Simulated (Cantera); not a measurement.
# Ignition delay

Mixture: CH3OH : O2 : N2 : H2 = 1 : 1.5 : 5.64 : 0.044 (molar parts), equivalence ratio 1.0, at 3.75 atm, adiabatic and at constant pressure. Ignition delay is the time to a rise of 400 K.

Cantera simulation using GRI-Mech 3.0 (53 species, 325 reactions); the numbers are that mechanism's predictions, not measurements. GRI-Mech 3.0 was tuned for natural gas; its chemistry of methanol as a main component is partial and can be far from experiment.

| T0 (K) | delay (ms) |
|---|---|
| 1250 | 1.33 |
| 1325 | 0.468 |
| 1400 | 0.188 |
| 1475 | 0.0851 |
| 1550 | 0.0428 |
| 1625 | 0.0234 |
| 1700 | 0.0138 |
| 1775 | 0.00853 |

The apparent activation energy between 1625 and 1775 K comes out as 160 kJ/mol.
